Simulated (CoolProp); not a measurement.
Vapour-liquid equilibrium of n-hexane (1) + n-decane (2) at 292.8 K; x and y are mole fractions of (1).

The numbers come from the multi-fluid Helmholtz-energy mixture model, Thol 2019 and Lemmon 2006; pair parameters Kunz 2012 in CoolProp.

| x | bubble pressure (bar) | y at the bubble point | dew pressure at overall composition x (bar) | liquid density (mol/L) |
|---|---|---|---|---|
| 0.05 | ___ | 0.865 | ___ | 5.220 |
| 0.125 | ___ | 0.946 | 0.001422 | 5.355 |
| 0.2 | 0.03172 | 0.968 | 0.001554 | 5.496 |
| 0.275 | 0.04335 | 0.979 | 0.001713 | ___ |
| 0.35 | 0.05511 | 0.985 | 0.001909 | 5.804 |
| 0.425 | 0.06699 | 0.989 | 0.002154 | 5.971 |
| 0.5 | 0.07895 | 0.992 | 0.002472 | 6.149 |
| 0.575 | 0.09097 | 0.994 | 0.002901 | 6.337 |
| 0.65 | 0.1030 | 0.996 | 0.003509 | 6.537 |
| 0.725 | 0.1151 | 0.997 | ___ | 6.749 |
| 0.8 | 0.1271 | 0.998 | ___ | ___ |
| 0.875 | 0.1391 | 0.999 | 0.009445 | 7.216 |
| 0.95 | ___ | 1.000 | 0.02166 | 7.473 |

Question: Fill in the missing entries.

Answer: 
- 0.05, bubble pressure (bar): 0.008810
- 0.05, dew pressure at overall composition x (bar): 0.001311
- 0.125, bubble pressure (bar): 0.02021
- 0.275, liquid density (mol/L): 5.646
- 0.725, dew pressure at overall composition x (bar): 0.004439
- 0.8, dew pressure at overall composition x (bar): 0.006039
- 0.8, liquid density (mol/L): 6.975
- 0.95, bubble pressure (bar): 0.1510

No azeotrope shows between x = 0.05 and 0.95.

The pair parameters rest on a limited set of measurements; away from them the model extrapolates.
